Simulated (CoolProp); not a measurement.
Saturation properties of CF4 (R14) (Tc = -45.8 °C, pc = 37.62 bar, ω = 0.178).

Values from CoolProp's reference Helmholtz-energy equation of state, Platzer 1990. This equation is an older, rougher fit; its heat capacities, sound speeds and derivatives of the liquid may be far off and weren't checked against measurements.

```json
[
 {"T (°C)": "-100.55", "p (bar)": "5.002", "enthalpy of vaporisation (kJ/kg)": "116.8", "surface tension (mN/m)": "7.26", "liquid viscosity (µPa s)": "___"},
 {"T (°C)": "-98.35", "p (bar)": "5.552", "enthalpy of vaporisation (kJ/kg)": "115.1", "surface tension (mN/m)": "6.90", "liquid viscosity (µPa s)": "144"},
 {"T (°C)": "-96.05", "p (bar)": "6.174", "enthalpy of vaporisation (kJ/kg)": "113.3", "surface tension (mN/m)": "6.53", "liquid viscosity (µPa s)": "139"},
 {"T (°C)": "-93.85", "p (bar)": "___", "enthalpy of vaporisation (kJ/kg)": "111.4", "surface tension (mN/m)": "___", "liquid viscosity (µPa s)": "134"},
 {"T (°C)": "-91.55", "p (bar)": "7.538", "enthalpy of vaporisation (kJ/kg)": "109.4", "surface tension (mN/m)": "5.81", "liquid viscosity (µPa s)": "130"},
 {"T (°C)": "-89.35", "p (bar)": "___", "enthalpy of vaporisation (kJ/kg)": "107.5", "surface tension (mN/m)": "___", "liquid viscosity (µPa s)": "126"},
 {"T (°C)": "-87.05", "p (bar)": "9.112", "enthalpy of vaporisation (kJ/kg)": "105.3", "surface tension (mN/m)": "___", "liquid viscosity (µPa s)": "121"},
 {"T (°C)": "-84.85", "p (bar)": "9.965", "enthalpy of vaporisation (kJ/kg)": "103.2", "surface tension (mN/m)": "4.78", "liquid viscosity (µPa s)": "118"},
 {"T (°C)": "-82.55", "p (bar)": "10.92", "enthalpy of vaporisation (kJ/kg)": "100.9", "surface tension (mN/m)": "4.44", "liquid viscosity (µPa s)": "113"},
 {"T (°C)": "-80.35", "p (bar)": "11.89", "enthalpy of vaporisation (kJ/kg)": "98.56", "surface tension (mN/m)": "4.11", "liquid viscosity (µPa s)": "110"},
 {"T (°C)": "-78.05", "p (bar)": "12.97", "enthalpy of vaporisation (kJ/kg)": "96.02", "surface tension (mN/m)": "3.77", "liquid viscosity (µPa s)": "106"},
 {"T (°C)": "-75.85", "p (bar)": "14.08", "enthalpy of vaporisation (kJ/kg)": "___", "surface tension (mN/m)": "3.46", "liquid viscosity (µPa s)": "102"},
 {"T (°C)": "-73.55", "p (bar)": "15.30", "enthalpy of vaporisation (kJ/kg)": "90.67", "surface tension (mN/m)": "3.14", "liquid viscosity (µPa s)": "98.4"},
 {"T (°C)": "-71.35", "p (bar)": "16.55", "enthalpy of vaporisation (kJ/kg)": "87.84", "surface tension (mN/m)": "2.83", "liquid viscosity (µPa s)": "94.9"}
]
```

Q: Complete the blanks.

A: 
- -100.55, liquid viscosity (µPa s): 149
- -93.85, p (bar): 6.815
- -93.85, surface tension (mN/m): 6.18
- -89.35, p (bar): 8.280
- -89.35, surface tension (mN/m): 5.47
- -87.05, surface tension (mN/m): 5.12
- -75.85, enthalpy of vaporisation (kJ/kg): 93.47

It boils at -128.0 °C under 1 atm.

Viscosity comes from a separate model (Huber 2003), an estimate that may be off by 10 % or more. Surface tension comes from a separate correlation (Mulero 2012).
